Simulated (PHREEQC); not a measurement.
Dissolve 30 mmol/kgw HCl, 0.31 mmol/kgw Li2SO4 and 0.054 mmol/kgw MnSO4 at 80 °C. Closed to the air; pH follows from the charge balance.

Computed with PHREEQC (ion-association model, phreeqc.dat).

Question: The ionic strength comes out as 0.0305 mol/kgw. What activity coefficients do Li+, Cl-, H+, SO4-2, Mn+2 get?

Answer: Li+ 0.84, Cl- 0.83, H+ 0.86, SO4-2 0.49, Mn+2 0.51.

Precipitation was switched off in this run. Constants without temperature data keep their 25 °C values here.
